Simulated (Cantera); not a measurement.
An isothermal, constant-pressure homogeneous reactor starts with C2H6 : H2 = 1 : 11 (molar parts), at 1050 K and 100000 Pa.

Detailed kinetics in Cantera: GRI-Mech 3.0 (53 species, 325 reactions). GRI-Mech 3.0 stops at C3 and has no aromatics, soot or wall deposition, so with more carbon than oxygen in the feed, carbon stays in small species such as C2H2 where larger ones or solid carbon would form.

**Question.** Predict: x(C2H6) at 50.0 s; x(H2) at 50.0 s; x(C2H4) at 50.0 s; x(C2H2) at 50.0 s; x(CH4) at 50.0 s.

**Answer.** 
- x(C2H6) at 50.0 s: 0.0134 (gas-phase equilibrium 8.94e-6)
- x(H2) at 50.0 s: 0.862 (gas-phase equilibrium 0.833)
- x(C2H4) at 50.0 s: 0.0133 (gas-phase equilibrium 9.08e-6)
- x(C2H2) at 50.0 s: 9.03e-5 (gas-phase equilibrium 6.21e-8)
- x(CH4) at 50.0 s: 0.111 (gas-phase equilibrium 0.167)
